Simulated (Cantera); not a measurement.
## Equilibrium for silicon etching in halogen gases: Si + F₂ + N₂ + Cl₂

Feed: 1 mol Si, 8 mol F₂, 0.43 mol N₂, 5.5 mol Cl₂, at 0.590 bar.

Method: chemical equilibrium by Gibbs-energy minimisation in Cantera with the NASA 1993 tables (ideal gas, pure condensed phases). Candidate condensed phases: Si, Si₃N₄; 24 gas species. Equilibrium is a limit: real reactors are often held back by kinetics, nucleation or transport.

```json
[
 {"T (°C)": "1002", "log p ClF": "-0.32", "log p F": "-1.36", "log p SiF₄": "-1.36", "log p N₂": "-1.72", "log p Cl₂": "-2.68", "log p Cl": "-3.35", "log p F₂": "-2.58", "log p ClF₃": "-5.55"},
 {"T (°C)": "1027", "log p ClF": "-0.32", "log p F": "-1.34", "log p SiF₄": "-1.36", "log p N₂": "-1.72", "log p Cl₂": "-2.53", "log p Cl": "-3.17", "log p F₂": "-2.65", "log p ClF₃": "-5.71"},
 {"T (°C)": "1052", "log p ClF": "-0.33", "log p F": "-1.31", "log p SiF₄": "-1.36", "log p N₂": "-1.73", "log p Cl₂": "-2.39", "log p Cl": "-3.01", "log p F₂": "-2.72", "log p ClF₃": "-5.86"},
 {"T (°C)": "1077", "log p ClF": "-0.33", "log p F": "-1.28", "log p SiF₄": "-1.36", "log p N₂": "-1.73", "log p Cl₂": "-2.27", "log p Cl": "-2.85", "log p F₂": "-2.79", "log p ClF₃": "-6.00"},
 {"T (°C)": "1102", "log p ClF": "-0.34", "log p F": "-1.25", "log p SiF₄": "-1.36", "log p N₂": "-1.73", "log p Cl₂": "-2.15", "log p Cl": "-2.71", "log p F₂": "-2.84", "log p ClF₃": "-6.13"},
 {"T (°C)": "1127", "log p ClF": "-0.34", "log p F": "-1.21", "log p SiF₄": "-1.36", "log p N₂": "-1.73", "log p Cl₂": "-2.05", "log p Cl": "-2.57", "log p F₂": "-2.89", "log p ClF₃": "-6.26"},
 {"T (°C)": "1152", "log p ClF": "-0.35", "log p F": "-1.18", "log p SiF₄": "-1.37", "log p N₂": "-1.73", "log p Cl₂": "-1.96", "log p Cl": "-2.44", "log p F₂": "-2.93", "log p ClF₃": "-6.37"},
 {"T (°C)": "1177", "log p ClF": "-0.36", "log p F": "-1.14", "log p SiF₄": "-1.37", "log p N₂": "-1.74", "log p Cl₂": "-1.88", "log p Cl": "-2.32", "log p F₂": "-2.96", "log p ClF₃": "-6.48"},
 {"T (°C)": "1202", "log p ClF": "-0.37", "log p F": "-1.11", "log p SiF₄": "-1.37", "log p N₂": "-1.74", "log p Cl₂": "-1.81", "log p Cl": "-2.21", "log p F₂": "-2.99", "log p ClF₃": "-6.58"},
 {"T (°C)": "1227", "log p ClF": "-0.38", "log p F": "-1.07", "log p SiF₄": "-1.38", "log p N₂": "-1.74", "log p Cl₂": "-1.74", "log p Cl": "-2.10", "log p F₂": "-3.02", "log p ClF₃": "-6.68"}
]
```
log p: log10 of the partial pressure in bar; nothing condenses.

From 1002 °C to 1227 °C nothing is condensed. The main Si-bearing gas is SiF₄ throughout.
